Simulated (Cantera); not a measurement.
A freely propagating, adiabatic, planar premixed flame of 49.2 % H₂, 10.7 % O₂, 40.2 % N₂, equivalence ratio 2.3, unburnt at 300 K and 13300 Pa; mixture-averaged transport, grid criteria slope 0.08 and curve 0.16, no radiation.

Model: the H2/O2 subset of GRI-Mech 3.0, which has no nitrogen chemistry, integrated in Cantera. Burning velocities carry a grid error of a few per cent, more on coarse grids.

### Question
Predict: laminar burning velocity; thermal thickness; peak x(H); peak x(OH); peak x(H₂O₂); peak x(HO₂).

### Answer
```
Quantity                     Value
------------------------  --------
laminar burning velocity  229 cm/s
thermal thickness          5.02 mm
peak x(H)                   0.0975
peak x(OH)                 0.00185
peak x(H₂O₂)               4.31e-5
peak x(HO₂)               0.000122
```
